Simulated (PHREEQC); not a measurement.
# Reverse-osmosis reject

Model water analysis in mg/L, 33 °C, pH 6.61, pe 11.4:

```csv
constituent,mg/L
Na,247
K,197
Ca,815
Mg,16
Cl,864
S(6) as SO4,975
Alkalinity as HCO3,810
F,3.34
Cu(2),90.8
Zn,41.7
Br,1.04
Sr,0.739
```

Cl is adjusted to close the charge balance.
Valence states are taken as typed.

Model: ion-association model, wateq4f.dat, run in PHREEQC.

This is a speciation only: nothing precipitates in the calculation.

Q: Predict the ionic strength.

A: ionic strength 0.0741 mol/kgw.

Q: In which forms is Cu present?

A: CuCO3 51 %, CuHCO3+ 27 %, Cu+2 13 %, Cu2(OH)2+2 3.3 %, CuSO4 2.9 %, Cu(OH)2 1.8 % of the Cu.

The solution is supersaturated, for example in Malachite, Atacamite, so a real one may precipitate; this is no full list. Species that the database lacks are ignored. The database's zinc carbonate complexes are estimates, stronger than later reviews accept.
